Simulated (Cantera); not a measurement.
A perfectly stirred reactor is fed with N2O : O2 = 1 : 0.092 (molar parts), at 0.0133 bar; it is held at 1298 K, and followed from long to short residence time.

Detailed kinetics in Cantera: GRI-Mech 3.0 (53 species, 325 reactions). GRI-Mech 3.0 was tuned for natural gas; its chemistry of N2O as a main component is partial and can be far from experiment. Radical loss at walls, strong at low pressure, is not modelled. The mechanism lacks the step 2 NO + O2 → 2 NO2, which can matter for NO2 below about 1400 K. The temperature is held fixed by assumption; the heat of reaction is taken as removed at once.

x: mole fraction; the columns are a selection and need not sum to one.

| τ (s) | x N2O | x O2 | x NO | x O | x NO2 | x N2 |
|---|---|---|---|---|---|---|
| 3.9 | 0.727 | 0.134 | 0.0191 | 7.44e-6 | (withheld) | 0.120 |
| 2.0 | 0.808 | 0.113 | 0.0109 | 7.44e-6 | (withheld) | 0.0684 |
| 1.1 | 0.853 | 0.101 | 0.00633 | 7.44e-6 | (withheld) | 0.0397 |
| 0.57 | 0.882 | 0.0931 | 0.00339 | 7.44e-6 | (withheld) | 0.0213 |
| 0.30 | 0.898 | 0.0890 | 0.00182 | 7.44e-6 | (withheld) | 0.0114 |
| 0.16 | 0.906 | 0.0868 | 0.000976 | 7.43e-6 | (withheld) | 0.00613 |
| 0.085 | 0.911 | 0.0856 | 0.000520 | 7.41e-6 | (withheld) | 0.00327 |
| 0.045 | 0.913 | 0.0850 | 0.000275 | 7.39e-6 | (withheld) | 0.00173 |
| 0.024 | 0.914 | 0.0846 | 0.000146 | 7.34e-6 | (withheld) | 0.000923 |
| 0.013 | 0.915 | 0.0845 | 7.81e-5 | 7.25e-6 | 6.38e-10 | 0.000497 |
| 0.0067 | 0.915 | 0.0844 | 3.93e-5 | 7.07e-6 | 1.66e-10 | 0.000254 |

**Question.** Complete the blanks.

**Answer.** 
- 3.9, x NO2: 3.53e-6
- 2.0, x NO2: 1.79e-6
- 1.1, x NO2: 9.19e-7
- 0.57, x NO2: 4.10e-7
- 0.30, x NO2: 1.70e-7
- 0.16, x NO2: 6.47e-8
- 0.085, x NO2: 2.23e-8
- 0.045, x NO2: 7.05e-9
- 0.024, x NO2: 2.13e-9
